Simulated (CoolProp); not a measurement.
A single-stage vapour-compression cycle with the fluid: evaporating at 304.15 K (dew point), condensing at 369.15 K (bubble point), superheat 8 K, subcooling 0 K, compressor efficiency 0.65, no pressure losses. The same conditions are run with several fluids, on thermodynamics alone (safety and materials aside).

Computed with CoolProp (reference Helmholtz-energy equation of state of each fluid (sulfur dioxide: Gao 2016; propyne: Polt 1992; chloromethane (R40): Thol 2014; carbonyl sulfide: Lemmon 2006; methanol: de Reuck 1993)). The equations of Platzer and Polt are older, rougher fits.

Task: Rank sulfur dioxide, propyne, chloromethane (R40), carbonyl sulfide, methanol by cooling COP, highest first.

Result: methanol (2.50), sulfur dioxide (2.27), chloromethane (R40) (2.20), propyne (2.05), carbonyl sulfide (1.69)

| fluid | pressure ratio | discharge temperature (K) | refrigerating effect (kJ/kg) | volumetric capacity (kJ/m³) |
|---|---|---|---|---|
| sulfur dioxide | 5.36 | 490.0 | 259 | 3280 |
| propyne | 4.48 | 412.9 | 285 | 3410 |
| chloromethane (R40) | 4.40 | 453.3 | 259 | 3870 |
| carbonyl sulfide | 3.64 | 441.9 | 133 | 5480 |
| methanol | 13.5 | 545.4 | 998 | 289 |
